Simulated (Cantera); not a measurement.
# Reactions in the system Br-H-N

Standard-state values (1 bar) from the NASA 1993 polynomials, evaluated with Cantera. Values are per mole of reaction as written; species without (g) are pure solids or liquids, kept so even where they would boil at 1 bar.

2 NH₃(g) ⇌ 6 H(g) + N₂(g)

| T (K) | ΔH° (kJ) | ΔS° (J/K) | ΔG° (kJ) | log10 K |
|---|---|---|---|---|
| 300 | 1400.0 | 494.9 | 1251.5 | -217.91 |
| 523 | 1417.0 | 537.4 | 1135.9 | -113.44 |
| 673 | 1426.6 | 553.7 | 1054.0 | -81.80 |
| 823 | 1435.1 | 565.1 | 970.0 | -61.56 |
| 973 | 1442.5 | 573.4 | 884.6 | -47.49 |
| 1123 | 1449.0 | 579.6 | 798.1 | -37.12 |
| 1273 | 1454.5 | 584.3 | 710.8 | -29.16 |
| 1423 | 1459.4 | 587.9 | 622.8 | -22.86 |

N(g) + 3 H(g) ⇌ NH₃(g)

```json
[
 {"T (K)": "300", "ΔH° (kJ)": "-1172.7", "ΔS° (J/K)": "-305.0", "ΔG° (kJ)": "-1081.2", "log10 K": "188.25"},
 {"T (K)": "523", "ΔH° (kJ)": "-1182.5", "ΔS° (J/K)": "-329.7", "ΔG° (kJ)": "-1010.1", "log10 K": "100.88"},
 {"T (K)": "673", "ΔH° (kJ)": "-1188.2", "ΔS° (J/K)": "-339.3", "ΔG° (kJ)": "-959.9", "log10 K": "74.50"},
 {"T (K)": "823", "ΔH° (kJ)": "-1193.2", "ΔS° (J/K)": "-346.0", "ΔG° (kJ)": "-908.5", "log10 K": "57.66"},
 {"T (K)": "973", "ΔH° (kJ)": "-1197.7", "ΔS° (J/K)": "-351.0", "ΔG° (kJ)": "-856.2", "log10 K": "45.96"},
 {"T (K)": "1123", "ΔH° (kJ)": "-1201.5", "ΔS° (J/K)": "-354.7", "ΔG° (kJ)": "-803.3", "log10 K": "37.36"},
 {"T (K)": "1273", "ΔH° (kJ)": "-1204.9", "ΔS° (J/K)": "-357.5", "ΔG° (kJ)": "-749.8", "log10 K": "30.77"},
 {"T (K)": "1423", "ΔH° (kJ)": "-1207.9", "ΔS° (J/K)": "-359.7", "ΔG° (kJ)": "-696.0", "log10 K": "25.55"}
]
```

2 HBr(g) ⇌ 2 H(g) + Br₂(g)

```json
[
 {"T (K)": "300", "ΔH° (kJ)": "539.8", "ΔS° (J/K)": "77.6", "ΔG° (kJ)": "516.5", "log10 K": "-89.94"},
 {"T (K)": "523", "ΔH° (kJ)": "544.2", "ΔS° (J/K)": "88.6", "ΔG° (kJ)": "497.9", "log10 K": "-49.73"},
 {"T (K)": "673", "ΔH° (kJ)": "547.1", "ΔS° (J/K)": "93.4", "ΔG° (kJ)": "484.2", "log10 K": "-37.58"},
 {"T (K)": "823", "ΔH° (kJ)": "549.7", "ΔS° (J/K)": "97.0", "ΔG° (kJ)": "469.9", "log10 K": "-29.83"},
 {"T (K)": "973", "ΔH° (kJ)": "552.1", "ΔS° (J/K)": "99.7", "ΔG° (kJ)": "455.2", "log10 K": "-24.43"},
 {"T (K)": "1123", "ΔH° (kJ)": "554.3", "ΔS° (J/K)": "101.7", "ΔG° (kJ)": "440.1", "log10 K": "-20.47"},
 {"T (K)": "1273", "ΔH° (kJ)": "556.1", "ΔS° (J/K)": "103.3", "ΔG° (kJ)": "424.7", "log10 K": "-17.43"},
 {"T (K)": "1423", "ΔH° (kJ)": "557.8", "ΔS° (J/K)": "104.5", "ΔG° (kJ)": "409.1", "log10 K": "-15.02"}
]
```

N₂(g) + 6 HBr(g) ⇌ 2 NH₃(g) + 3 Br₂(g)

```tsv
T (K)	ΔH° (kJ)	ΔS° (J/K)	ΔG° (kJ)	log10 K
300	219.5	-262.0	298.1	-51.90
523	215.8	-271.6	357.8	-35.74
673	214.7	-273.4	398.7	-30.95
823	214.2	-274.2	439.8	-27.91
973	213.9	-274.5	480.9	-25.82
1123	213.8	-274.5	522.1	-24.29
1273	213.9	-274.5	563.3	-23.11
1423	214.1	-274.3	604.5	-22.19
```
